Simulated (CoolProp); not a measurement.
Vapour pressure (MPa) of octamethyltrisiloxane (MDM): the reference equation beside estimates from Tc = 565.4 K, pc = 1.438 MPa, ω = 0.528. Clausius-Clapeyron is anchored at 278.2 K with a constant enthalpy of vaporisation of 50.20 kJ/mol.

Model: reference Helmholtz-energy equation of state, Thol 2017, in CoolProp.

| T (K) | reference | Lee-Kesler | Clausius-Clapeyron | van der Waals | Redlich-Kwong | Soave-Redlich-Kwong | Peng-Robinson |
|---|---|---|---|---|---|---|---|
| 263.4 | 3.479e-5 | 4.107e-5 | 3.541e-5 | 0.02437 | 0.001153 | 4.138e-5 | 5.032e-5 |
| 270.8 | 6.596e-5 | 7.569e-5 | 6.625e-5 | 0.02970 | 0.001754 | 7.630e-5 | 9.096e-5 |
| 278.2 | 0.0001199 | 0.0001342 | 0.0001199 | 0.03582 | 0.002594 | 0.0001353 | 0.0001584 |
| 285.6 | 0.0002096 | 0.0002298 | 0.0002104 | 0.04281 | 0.003739 | 0.0002316 | 0.0002668 |
| 293 | 0.0003537 | 0.0003808 | 0.0003588 | 0.05073 | 0.005265 | 0.0003837 | 0.0004353 |
| 300.4 | 0.0005778 | 0.0006125 | 0.0005961 | 0.05963 | 0.007258 | 0.0006167 | 0.0006901 |
| 307.9 | 0.0009214 | 0.0009639 | 0.0009726 | 0.06972 | 0.009850 | 0.0009699 | 0.001072 |
| 315.3 | 0.001420 | 0.001470 | 0.001541 | 0.08080 | 0.01308 | 0.001478 | 0.001614 |
| 322.7 | 0.002135 | 0.002188 | 0.002390 | 0.09304 | 0.01708 | 0.002198 | 0.002376 |
| 330.1 | 0.003134 | 0.003188 | 0.003636 | 0.1065 | 0.02198 | 0.003200 | 0.003425 |
| 337.5 | 0.004501 | 0.004551 | 0.005430 | 0.1213 | 0.02790 | 0.004564 | 0.004842 |
| 344.9 | 0.006338 | 0.006376 | 0.007971 | 0.1374 | 0.03497 | 0.006389 | 0.006723 |

Absolute difference from the reference over all 12 rows, mean and median: Lee-Kesler 6.8 and 5.3 %, Clausius-Clapeyron 8.0 and 4.4 %, van der Waals 17892.9 and 8843.5 %, Redlich-Kwong 1344.0 and 1062.6 %, Soave-Redlich-Kwong 7.5 and 6.0 %, Peng-Robinson 20.7 and 17.9 %.
